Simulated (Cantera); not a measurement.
A diamond (100) surface in a fixed gas of H2 with x(CH4) = 0.015, x(H) = 0.0057, x(CH3) = 3.7e-05, 33.8 Torr; coverages are run to steady state.

Cantera simulation using the Harris–Goodwin 1993 mechanism for the reconstructed diamond (100) surface; the numbers are that mechanism's predictions, not measurements.

One state of this run: growth (µm/h) = 0.380; θ c6HH = 0.398; θ c6H* = 0.0464; θ c6*H = 0.516; θ c6** = 0.0396; θ c6HM = 0.000122. θ: site fractions in the mechanism's names (c6HH fully hydrogenated, c6H* and c6*H radical sites, c6** diradical, c6HM methylated).

Task: Which value of T (K) does it belong to?
A) 1175
B) 1025
C) 1375
D) 1275

Result: D, 1275
